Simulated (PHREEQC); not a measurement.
0.03 g of hydrous ferric oxide (600 m²/g; 0.2 weak and 0.005 strong sites per Fe, Dzombak-Morel constants, diffuse double layer) in 1 kg of water with 0.1 mol/kgw of an inert sodium salt and 0.039 mmol/kgw MgCl2, at 25 °C; the pH is set by adding NaOH or the inert anion's acid. Oxygen is held at 0.21 atm. The system is closed to CO2. Nothing may precipitate in this run.

Base run: PHREEQC, ion-association model, wateq4f.dat. Each further column changes one thing. The table gives surface charge σ (C/m²).

```tsv
pH	base	background salt from 0.1 to 0.01 mol/kgw	oxide from 0.03 to 0.15 g/kgw	3.8e-05 mol/kgw NaH2PO4 added
3	0.363	0.325	0.363	0.154
3.67	0.342	0.255	0.342	0.126
4.33	0.291	0.179	0.291	0.089
5	0.215	___	0.215	0.055
5.67	0.142	0.067	0.142	0.029
6.33	0.086	0.036	0.086	0.011
7	0.045	0.017	0.045	-0.004
7.67	0.016	___	0.016	-0.015
8.33	-0.003	-0.001	-0.005	-0.023
9	-0.013	-0.003	-0.025	-0.023
9.67	-0.020	-0.006	-0.056	-0.024
10.33	-0.024	-0.007	-0.099	-0.027
11	-0.028	-0.009	___	-0.034
```

Task: Some entries are withheld; supply them.

Result: 
- 5, background salt from 0.1 to 0.01 mol/kgw: 0.114
- 7.67, background salt from 0.1 to 0.01 mol/kgw: 0.006
- 11, oxide from 0.03 to 0.15 g/kgw: -0.158

The oxide is taken as insoluble; below pH 4 it would dissolve. H3PO4, which wateq4f.dat lacks, is added to it with the constant of phreeqc.dat.
